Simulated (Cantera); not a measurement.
A closed system holds: 1 mol Si, 8.7 mol Br₂, 66 mol H₂, at 873 K and 5.40 mbar.

These are equilibrium values from Cantera (NASA tables, ideal gas, pure condensed phases), not measurements of a reactor. Candidate condensed phases: Br₂, Si; 19 gas species. Rates play no part.

Base state: H₂ 0.805, HBr 0.182, SiBr₄ 0.0135, SiHBr₃ 7.18e-5 (mole fractions); condensed: gas only.

### Question
What changes in the equilibrium state with this change: temperature from 873 K to 1225 K?

### Answer
| species | before | after |
|---|---|---|
| H₂ | 0.805 | 0.785 |
| HBr | 0.182 | 0.201 |
| SiBr₂ | 1.31e-6 | 0.0104 |
| SiBr₄ | 0.0135 | 0.00221 |
| Br | 7.46e-7 | 0.000345 |
| SiBr₃ | 4.83e-6 | 0.000620 |
The tables' values for SiBr₃ are old estimates; treat these amounts as uncertain.
